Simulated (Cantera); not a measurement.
An isothermal, constant-pressure homogeneous reactor starts with NO : N2 = 1 : 7.4 (molar parts), at 1700 K and 750 Torr. Integrator tolerance rtol = 1e-08.

Detailed kinetics in Cantera: GRI-Mech 3.0 (53 species, 325 reactions).

### Question
What does this change do: temperature 1700 to 1575 K?

### Answer
```csv
quantity,before,after
x(NO) at 200 s,0.0131 (gas-phase equilibrium 0.00168),0.0539 (gas-phase equilibrium 0.00101)
x(N2) at 200 s,0.934 (gas-phase equilibrium 0.940),0.914 (gas-phase equilibrium 0.940)
x(NO2) at 200 s,2.06e-5 (gas-phase equilibrium 2.78e-6),9.15e-5 (gas-phase equilibrium 2.30e-6)
x(N2O) at 200 s,1.67e-7 (gas-phase equilibrium 1.07e-7),1.08e-6 (gas-phase equilibrium 6.62e-8)
x(O2) at 200 s,0.0529 (gas-phase equilibrium 0.0587),0.0325 (gas-phase equilibrium 0.0590)
```

### Question
What does this change do: N2 7.4 to 31 parts?

### Answer
| quantity | before | after |
|---|---|---|
| x(NO) at 200 s | 0.0131 (gas-phase equilibrium 0.00168) | 0.0111 (gas-phase equilibrium 0.000875) |
| x(N2) at 200 s | 0.934 (gas-phase equilibrium 0.940) | 0.979 (gas-phase equilibrium 0.984) |
| x(NO2) at 200 s | 2.06e-5 (gas-phase equilibrium 2.78e-6) | 7.61e-6 (gas-phase equilibrium 7.36e-7) |
| x(N2O) at 200 s | 1.67e-7 (gas-phase equilibrium 1.07e-7) | 9.45e-8 (gas-phase equilibrium 5.72e-8) |
| x(O2) at 200 s | 0.0529 (gas-phase equilibrium 0.0587) | 0.0101 (gas-phase equilibrium 0.0152) |

### Question
What does this change do: N2 7.4 to 1.7 parts?

### Answer
```json
[
 {"quantity": "x(NO) at 200 s", "before": "0.0131 (gas-phase equilibrium 0.00168)", "after": "0.0129 (gas-phase equilibrium 0.00277)"},
 {"quantity": "x(N2) at 200 s", "before": "0.934 (gas-phase equilibrium 0.940)", "after": "0.808 (gas-phase equilibrium 0.813)"},
 {"quantity": "x(NO2) at 200 s", "before": "2.06e-5 (gas-phase equilibrium 2.78e-6)", "after": "3.71e-5 (gas-phase equilibrium 8.10e-6)"},
 {"quantity": "x(N2O) at 200 s", "before": "1.67e-7 (gas-phase equilibrium 1.07e-7)", "after": "2.21e-7 (gas-phase equilibrium 1.64e-7)"},
 {"quantity": "x(O2) at 200 s", "before": "0.0529 (gas-phase equilibrium 0.0587)", "after": "0.179 (gas-phase equilibrium 0.184)"}
]
```
